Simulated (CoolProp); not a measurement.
A Linde-Hampson liquefier for nitrogen: isothermal reversible compression at 290 K from 1 atm to 5 MPa, throttling to 1 atm, return gas leaving the recuperator 0 K below the feed. Each further row changes one setting.

Values from CoolProp's reference Helmholtz-energy equation of state, Span 2000.

```tsv
case	liquid yield per pass	compression work (kJ/kg of gas)
as stated	___	335
high pressure 10 MPa	___	___
warm-end temperature 320 K	___	370
warm-end gap 5 K	0.014	335
```

Task: Fill in the missing entries.

Result: 
- as stated, liquid yield per pass: 0.026
- high pressure 10 MPa, liquid yield per pass: 0.049
- high pressure 10 MPa, compression work (kJ/kg of gas): 394
- warm-end temperature 320 K, liquid yield per pass: 0.019
